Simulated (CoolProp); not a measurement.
Vapour-liquid equilibrium of n-hexane (1) + cyclohexane (2) at 343.5 K; x and y are mole fractions of (1).

The numbers come from the multi-fluid Helmholtz-energy mixture model, Thol 2019 and Zhou 2014; pair parameters Bell 2016 in CoolProp.

| x | bubble pressure, mixture model (kPa) | bubble pressure, Raoult's law (kPa) | y, mixture model | y, Raoult's law |
|---|---|---|---|---|
| 0.05 | 75.59 | 75.05 | 0.076 | 0.071 |
| 0.15 | 79.72 | 78.38 | 0.213 | 0.204 |
| 0.25 | 83.52 | 81.70 | 0.333 | 0.326 |
| 0.35 | 87.07 | 85.02 | 0.441 | 0.439 |
| 0.45 | 90.42 | 88.35 | 0.540 | 0.543 |
| 0.55 | 93.60 | 91.67 | 0.632 | 0.640 |
| 0.65 | 96.65 | 95.00 | 0.720 | 0.730 |
| 0.75 | 99.59 | 98.32 | 0.803 | 0.813 |
| 0.85 | 102.5 | 101.6 | 0.884 | 0.892 |
| 0.95 | 105.3 | 105.0 | 0.962 | 0.965 |

The largest gap from Raoult's law is +2.4 % in bubble pressure, at x = 0.35. No azeotrope shows between x = 0.05 and 0.95.

Pair parameters are fitted to limited data, so mixtures are less certain than the pure fluids.
